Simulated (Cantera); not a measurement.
A freely propagating, adiabatic, planar premixed flame of H2 : O2 : N2 = 1 : 0.704 : 2.65 (molar parts), equivalence ratio 0.71, unburnt at 373 K and 100000 Pa; multicomponent transport, grid criteria slope 0.08 and curve 0.16, no radiation.

Cantera simulation using the H2/O2 subset of GRI-Mech 3.0, which has no nitrogen chemistry; the numbers are that mechanism's predictions, not measurements. Burning velocities carry a grid error of a few per cent, more on coarse grids.

Predict: laminar burning velocity; thermal thickness; peak x(HO2); peak x(H2O2); peak x(OH).


| Quantity | Result |
|---|---|
| laminar burning velocity | 193 cm/s |
| thermal thickness | 0.357 mm |
| peak x(HO2) | 0.000422 |
| peak x(H2O2) | 7.61e-5 |
| peak x(OH) | 0.0113 |
